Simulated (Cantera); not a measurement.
## Ignition delay

Mixture: 16.6 % CH₄, 17.5 % O₂, 65.9 % N₂, equivalence ratio 1.9, at 0.987 atm, adiabatic and at constant volume. Ignition delay is the time to a rise of 400 K.

Computed with Cantera and GRI-Mech 3.0 (53 species, 325 reactions).

| T0 (K) | delay (ms) |
|---|---|
| 1200 | 61.5 |
| 1300 | 15.6 |
| 1400 | 4.46 |
| 1500 | 1.44 |
| 1600 | 0.536 |
| 1700 | 0.230 |
| 1800 | 0.113 |

apparent activation energy between 1600 and 1800 K: 190 kJ/mol
